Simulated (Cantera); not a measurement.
A Cantera script and what it prints.

```python
import numpy as np
import cantera as ct

gas_names = """
    AL ALC ALH ALN AL2 C CH CH2 CH3 CH4 CN C2 C2H C2H2,acetylene C2H2,vinylidene C2H3,vinyl CH3CN C2H4
    C2H5 C2H6 CCN CNC C2N2 C3 C3H3,propargyl C3H4,allene C3H4,propyne C3H4,cyclo- C3H5,allyl
    C3H6,propylene C3H6,cyclo- C3H7,n-propyl C3H7,i-propyl C3H8 C4 C4H2 C4H4,1,3-cyclo- C4H6,butadiene
    C4H6,2-butyne C4H6,cyclo- C4H8,1-butene C4H8,cis2-buten C4H8,tr2-butene C4H8,isobutene C4H8,cyclo-
    C4H9,n-butyl C4H9,i-butyl C4H9,s-butyl C4H9,t-butyl C4H10,isobutane C4H10,n-butane C4N2 C5
    C5H6,1,3cyclo- C5H8,cyclo- C5H10,1-pentene C5H10,cyclo- C5H11,pentyl C5H11,t-pentyl C5H12,n-pentane
    C5H12,i-pentane CH3C(CH3)2CH3 C6H2 C6H5,phenyl C6H6 C6H10,cyclo- C6H12,1-hexene C6H12,cyclo-
    C6H13,n-hexyl C7H7,benzyl C7H8 C7H14,1-heptene C7H15,n-heptyl C7H16,n-heptane C8H8,styrene
    C8H10,ethylbenz C8H16,1-octene C8H17,n-octyl C8H18,isooctane C8H18,n-octane C9H19,n-nonyl
    C10H8,naphthale C10H21,n-decyl C12H9,o-bipheny C12H10,bipheny H HCN HCCN HNC H2 N NH NH2 NH3 N2 N2H2
    N2H4
""".split()
cond_names = """
    AL(cr) AL(L) ALN(s) C(gr) C6H6(L) C7H8(L) C8H18(L),n-octa
""".split()


def load(file, names, dense=False):
    # The tables refer to 1 bar. Condensed volumes are neglected.
    table = {s.name: s for s in ct.Species.list_from_file(file)}
    out = []
    for n in names:
        d = dict(table[n].input_data)
        d["thermo"] = dict(d["thermo"], **{"reference-pressure": 1e5})
        if dense:
            d["equation-of-state"] = {"model": "constant-volume", "density": "1e6 g/cm^3"}
        out.append(ct.Species.from_dict(d))
    return out


gas = ct.Solution(thermo="ideal-gas", species=load("nasa_gas.yaml", gas_names))
cond = {s.name: ct.Solution(thermo="fixed-stoichiometry", species=[s], name=s.name)
        for s in load("nasa_condensed.yaml", cond_names, dense=True)}
atoms = {
    'Al(CH3)3': {'AL': 1, 'C': 3, 'H': 9},
    'N2': {'N': 2},
}
top_T = {'ALN(s)': 2750, 'C(gr)': 4500}  # K; cautious upper limits of use, not melting points


def equilibrate(T, P, feed):
    n = {}
    for name, mol in feed.items():
        for a, k in atoms[name].items():
            n[a] = n.get(a, 0.0) + k * mol
    gas.TPX = T, P, n
    mass = sum(n.values()) * gas.mean_molecular_weight
    gas.equilibrate("TP")
    valid = [c for c in cond.values() if c.min_temp <= T <= top_T.get(c.name, c.max_temp)]
    mix = ct.Mixture([(gas, mass / gas.mean_molecular_weight)] + [(c, 0.0) for c in valid])
    mix.T, mix.P = T, P
    mix.equilibrate("TP", solver="vcs", rtol=1e-11, max_steps=5000)
    return mix


results = []
feed = {'Al(CH3)3': 1, 'N2': 0.81}  # mol
T = 2073.15  # K
P = 24000  # Pa
mix = equilibrate(T, P, feed)
results.append((T, P, feed, dict(zip(mix.species_names, mix.species_moles))))
print(gas.report(threshold=0.0001))
for i in range(1, mix.n_phases):
    print(f"{mix.phase(i).name:16s} {mix.phase_moles(i):12.5e} mol")
```

It prints:

```
       temperature   2073.2 K
          pressure   24000 Pa
           density   0.0053962 kg/m^3
  mean mol. weight   3.8756 kg/kmol
   phase of matter   gas

                          1 kg             1 kmol
                     ---------------   ---------------
          enthalpy        1.5181e+07        5.8836e+07  J
   internal energy        1.0734e+07        4.1599e+07  J
           entropy             53895        2.0888e+05  J/K
    Gibbs function       -9.6551e+07       -3.7419e+08  J
 heat capacity c_p            8932.5             34619  J/K
 heat capacity c_v            6787.2             26304  J/K

                      mass frac. Y      mole frac. X     chem. pot. / RT
                     ---------------   ---------------   ---------------
                AL          0.018441         0.0026489           -10.758
               ALH         0.0021561        0.00029854            -21.31
    C2H2,acetylene         0.0076043         0.0011319           -26.788
                 H         0.0013425         0.0051617           -10.552
               HCN          0.032721         0.0046923           -29.021
               HNC         0.0021134        0.00030306           -29.021
                H2           0.47996           0.92269           -21.103
                N2           0.45529          0.062988           -31.254
     [  +89 minor]        0.00036572        8.4436e-05

AL(L)             0.00000e+00 mol
ALN(s)            9.85723e-01 mol
C(gr)             2.96443e+00 mol
```

These are equilibrium values from Cantera (NASA tables, ideal gas, pure condensed phases), not measurements of a reactor. The feed counts by its element totals alone.
